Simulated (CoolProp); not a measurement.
Properties of hydrogen sulfide along the isotherm 415.1 K (Tc = 373.1 K, pc = 8999 kPa, ω = 0.101).

Values from CoolProp's reference Helmholtz-energy equation of state, Lemmon 2006. It is a short technical equation, of lower accuracy than the large ones.

```
p (kPa)  phase  density (kg/m³)  cp (kJ/(kg K))  cv (kJ/(kg K))  Joule-Thomson coefficient (K/MPa)  isothermal compressibility (1/MPa)
-------  -----  ---------------  --------------  --------------  ---------------------------------  ----------------------------------
14.2       gas           0.1403           1.050          0.8060                              8.255                               70.45
24         gas           0.2371           1.051          0.8061                              8.256                               41.69
40.5       gas           0.4003           1.051          0.8063                              8.257                               24.72
68.4       gas           0.6766           1.053          0.8066                              8.258                               14.65
115        gas            1.139           1.055          0.8072                              8.261                               8.722
195        gas            1.935           1.058          0.8082                              8.265                               5.155
329        gas            3.277           1.064          0.8098                              8.272                               3.066
555        gas            5.562           1.073          0.8125                              8.284                               1.829
936        gas            9.479           1.091          0.8172                              8.303                               1.096
1580       gas            16.29           1.122          0.8254                              8.333                              0.6618
2670       gas            28.45           1.183          0.8401                              8.372                              0.4057
4500       gas            50.98           1.314          0.8669                              8.398                              0.2582
```
